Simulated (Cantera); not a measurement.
A closed system holds: 1 mol V2O3, 150 mol H2, 0.96 mol H2O.

Cantera equilibrium calculation (NASA polynomials, part measured and part estimated; ideal gas, pure solids and liquids). Candidate condensed phases: H2O, V, VO, V2O3, V2O4, V2O5; 12 gas species. Mutual solubility and eutectic melting of coexisting phases are not modelled. VO: taken at fixed stoichiometry. Condensed phases not in the tables: the oxides between V2O3 and V2O5 other than VO2. Rates play no part.

Stable condensed phases, one row left out:

```
T in K \ P in Pa
              10      36     130     460    1700    6000   22000   77000  280000 1000000
   2175        A       A       A       B       B       B       B       B       B       B
   2100        A       A       A       B       B       B       B       B       B       B
   2025        A       A       B       B       B       B       B       B       B       B
   1950        A       B       B       B       B       B       B       B       B       B
   1875        B       B       B       B       B       B       B       B       B       B
   1800        B       B       B       B       B       B       B       B       B       B
   1650        C       C       C       C       C       C       C       C       C       C
   1575        D       D       D       D       D       D       D       D       D       D
   1500        D       D       D       D       D       D       D       D       D       D
   1425        D       D       D       D       D       D       D       D       D       D
   1350        D       D       D       D       D       D       D       D       D       D
   1275        D       D       D       D       D       D       D       D       D       D
   1200        D       D       D       D       D       D       D       D       D       D
```

A: gas only; B: VO; C: VO + V2O3; D: V2O3.

Question: Give the row for 1725 K.

Answer: 10: VO + V2O3; 36: VO + V2O3; 130: VO + V2O3; 460: VO + V2O3; 1700: VO + V2O3; 6000: VO + V2O3; 22000: VO + V2O3; 77000: VO + V2O3; 280000: VO + V2O3; 1000000: VO + V2O3.
